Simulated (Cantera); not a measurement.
Feed: 1 mol CH3F, 0.14 mol F2, 0.95 mol H2, held at 0.00850 bar.

Cantera equilibrium calculation (NASA polynomials, part measured and part estimated; ideal gas, pure solids and liquids). Candidate condensed phases: C, C6H6, C7H8, C8H18; 110 gas species. Ions and electrons are included (thermal ionisation). Rates play no part.

### Question
Which condensed phases are stable at each of these points (T (K)): 2500, 3000, 3500, 4000, 4500, 5000?

### Answer
```
T (K)  condensed phases  C condensed (%)
-----  ----------------  ---------------
2500        C(graphite)             96.6
3000        C(graphite)             28.4
3500           gas only              0.0
4000           gas only              0.0
4500           gas only              0.0
5000           gas only              0.0
```

From 2500 K to 3000 K the condensed part is C(graphite). From 3500 K to 5000 K nothing is condensed.
